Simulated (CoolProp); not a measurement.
Vapour-liquid equilibrium of CHF3 (R23) (1) + R125 (2) at -78.75 °C; x and y are mole fractions of (1).

Model: multi-fluid Helmholtz-energy mixture model, Penoncello 2003 and Lemmon 2005; pair parameters Bell 2016, in CoolProp.

| x | bubble pressure, mixture model (MPa) | bubble pressure, Raoult's law (MPa) | y, mixture model | y, Raoult's law |
|---|---|---|---|---|
| 0.05 | … | 0.02214 | 0.267 | 0.275 |
| 0.125 | … | 0.03002 | 0.500 | 0.508 |
| 0.2 | 0.03787 | 0.03790 | 0.639 | 0.644 |
| 0.275 | 0.04601 | 0.04578 | 0.729 | 0.733 |
| 0.35 | 0.05414 | 0.05366 | 0.793 | 0.795 |
| 0.425 | 0.06221 | 0.06154 | … | 0.842 |
| 0.5 | 0.07017 | 0.06942 | 0.875 | 0.878 |
| 0.575 | 0.07803 | 0.07730 | 0.903 | 0.907 |
| 0.65 | 0.08578 | 0.08518 | … | 0.931 |
| 0.725 | 0.09347 | 0.09306 | 0.946 | 0.950 |
| 0.8 | 0.1011 | 0.1009 | 0.963 | 0.967 |
| 0.875 | 0.1088 | 0.1088 | 0.978 | 0.981 |
| 0.95 | 0.1166 | 0.1167 | 0.991 | 0.993 |

### Question
Fill in the missing entries.

### Answer

- 0.05, bubble pressure, mixture model (MPa): 0.02196
- 0.125, bubble pressure, mixture model (MPa): 0.02982
- 0.425, y, mixture model: 0.839
- 0.65, y, mixture model: 0.927

The largest gap from Raoult's law is +1.1 % in bubble pressure, at x = 0.5. No azeotrope shows between x = 0.05 and 0.95.

The pair parameters rest on a limited set of measurements; away from them the model extrapolates. The gap from Raoult's law changes sign with composition, which may be real or a fault of the pair parameters; it wasn't checked against measurements.
